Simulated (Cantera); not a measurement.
What does this Cantera script print?

```python
import numpy as np
import cantera as ct

gas = ct.Solution("gri30.yaml")
gas.TPX = 950, 101325, {'CH2O': 0.022, 'O2': 0.0086, 'N2': 1}
reactor = ct.IdealGasConstPressureReactor(gas, energy="off", clone=False)
net = ct.ReactorNet([reactor])
net.rtol, net.atol = 1e-08, 1e-18
show = ['CH2O', 'O2', 'CO2', 'CH2', 'CH4', 'OH']
times = np.geomspace(3e-05, 10, 11)

steps = ct.SolutionArray(gas, extra=["t"])
rows = []
print(f"{'t/s':>10s}{'T/K':>9s}{'P/Pa':>11s}" + "".join(f"{s:>11s}" for s in show))
for t in times:
    while net.time < t:
        t_next = net.step()
        steps.append(gas.state, t=t_next)
    rows.append([np.interp(t, steps.t, y) for y in (steps.T, steps.P, *steps(*show).X.T)])
    print(f"{t:10.3e}{rows[-1][0]:9.1f}{rows[-1][1]:11.4g}" + "".join(f"{x:11.3e}" for x in rows[-1][2:]))
rate = np.gradient(steps.T, steps.t)
print("integrator steps:", len(steps.t))
if steps.T.max() > steps.T[0] + 200:
    print(f"time of steepest temperature rise: {steps.t[rate.argmax()]:.4e} s")
gas.TPX = 950, 101325, {'CH2O': 0.022, 'O2': 0.0086, 'N2': 1}
gas.equilibrate("TP")
print(f"equilibrium (TP): T = {gas.T:.1f} K  " + "  ".join(f"{s} {gas[s].X[0]:.3e}" for s in show))
```

It prints:

```
       t/s      T/K       P/Pa       CH2O         O2        CO2        CH2        CH4         OH
 3.000e-05    950.0  1.013e+05  2.135e-02  8.345e-03  3.611e-18  1.188e-20  1.989e-20  4.976e-14
 1.070e-04    950.0  1.013e+05  2.135e-02  8.345e-03  1.843e-16  4.418e-20  5.682e-19  1.283e-13
 3.817e-04    950.0  1.013e+05  2.135e-02  8.344e-03  1.176e-14  2.768e-19  2.062e-17  9.950e-13
 1.361e-03    950.0  1.013e+05  2.135e-02  8.344e-03  1.155e-12  2.875e-18  9.322e-16  1.170e-11
 4.856e-03    950.0  1.013e+05  2.133e-02  8.332e-03  2.555e-10  8.562e-17  7.443e-14  1.822e-10
 1.732e-02    950.0  1.013e+05  2.061e-02  7.817e-03  5.134e-07  2.303e-14  3.049e-11  8.127e-09
 6.178e-02    950.0  1.013e+05  4.019e-04  6.945e-04  6.188e-04  6.510e-11  3.273e-08  1.406e-06
 2.204e-01    950.0  1.013e+05  5.746e-10  4.132e-05  1.987e-03  1.989e-14  4.996e-08  1.802e-08
 7.860e-01    950.0  1.013e+05  1.747e-10  7.015e-06  2.157e-03  1.798e-15  4.936e-08  2.755e-09
 2.804e+00    950.0  1.013e+05  1.028e-10  1.432e-06  2.284e-03  2.000e-16  4.923e-08  7.342e-10
 1.000e+01    950.0  1.013e+05  8.341e-11  2.492e-07  2.410e-03  1.867e-17  4.921e-08  2.071e-10
integrator steps: 2438
equilibrium (TP): T = 950.0 K  CH2O 9.356e-11  O2 7.493e-23  CO2 9.689e-03  CH2 6.874e-23  CH4 7.650e-07  OH 4.654e-14
```

Detailed kinetics in Cantera: GRI-Mech 3.0 (53 species, 325 reactions). Below about 1000 K GRI-Mech 3.0 lacks low-temperature oxidation paths.
